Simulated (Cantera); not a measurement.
Input: 1 mol Ta₂O₅, 0.48 mol H₂, 0.59 mol H₂O, equilibrated at 1902 °C and 47.0 Pa.

Cantera equilibrium calculation (NASA polynomials, part measured and part estimated; ideal gas, pure solids and liquids). Candidate condensed phases: H₂O, Ta, Ta₂O₅; 12 gas species. The numbers say what is thermodynamically allowed, not how fast it happens.

Base state: H₂O 0.466, H₂ 0.364, H 0.136, OH 0.0234, O 0.00612, O₂ 0.00332, TaO₂ 0.00161 (mole fractions); condensed: Ta₂O₅(l).

Task: What changes in the equilibrium state with this change: H₂ from 0.48 to 1.1 mol?

Result: 
```tsv
species	before	after
H₂	0.364	0.518
H₂O	0.466	0.301
H	0.136	0.162
OH	0.0234	0.0126
TaO₂	0.00161	0.00239
O₂	0.00332	0.000680
O	0.00612	0.00277
Ta₂O₅(l), mol	0.999	0.998
```

Task: What changes in the equilibrium state with this change: Ta₂O₅ replaced by PbO?

Result: 
```
species         before   after
-------------  -------  ------
Pb                   0   0.374
H₂O              0.466   0.329
O₂             0.00332  0.0995
H₂               0.364  0.0469
PbO                  0  0.0216
O              0.00612  0.0335
H                0.136  0.0488
OH              0.0234  0.0460
TaO₂           0.00161       0
Ta₂O₅(l), mol    0.999       0
```
Further candidate phases: Pb, PbO, PbO₂, Pb₃O₄.
